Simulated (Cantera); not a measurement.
Mixture: 11.0 % CH4, 0.540 % CO, 18.6 % O2, 69.8 % N2, at 56000 Pa, adiabatic and at constant volume. Ignition delay is the time to a rise of 400 K.

Computed with Cantera and GRI-Mech 3.0 (53 species, 325 reactions).

Q: Predict: delay at 1250 K; delay at 1350 K; delay at 1450 K; delay at 1550 K; delay at 1650 K; delay at 1750 K; apparent activation energy between 1550 and 1750 K.

A: 
| Quantity | Result |
|---|---|
| delay at 1250 K | 38.8 ms |
| delay at 1350 K | 10.2 ms |
| delay at 1450 K | 3.13 ms |
| delay at 1550 K | 1.15 ms |
| delay at 1650 K | 0.499 ms |
| delay at 1750 K | 0.246 ms |
| apparent activation energy between 1550 and 1750 K | 170 kJ/mol |
